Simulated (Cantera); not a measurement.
Feed: 1 mol BaF2, 0.15 mol O2, 0.1 mol H2, equilibrated at 1873 K and 0.970 Pa.

Cantera equilibrium calculation (NASA polynomials, part measured and part estimated; ideal gas, pure solids and liquids). Candidate condensed phases: Ba, BaF2, BaO, Ba(OH)2, H2O; 27 gas species. Equilibrium is a limit: real reactors are often held back by kinetics, nucleation or transport.

Base state: BaF2 0.690, O2 0.0869, HF 0.0771, BaF 0.0758, H2O 0.0256, O 0.0224, H 0.0111, OH 0.00766 (mole fractions); condensed: gas only.

Question: What changes in the equilibrium state with this change: temperature from 1873 K to 1475 K?

Answer: 
```
species        before     after
-----------  --------  --------
BaF2            0.690     0.806
O2             0.0869    0.0832
H2O            0.0256    0.0567
BaF            0.0758  0.000674
H              0.0111   3.84e-5
O              0.0224  0.000266
HF             0.0771    0.0521
Ba           0.000312   1.37e-8
F             7.05e-5   5.38e-7
BaO(s), mol         0    0.0308
```
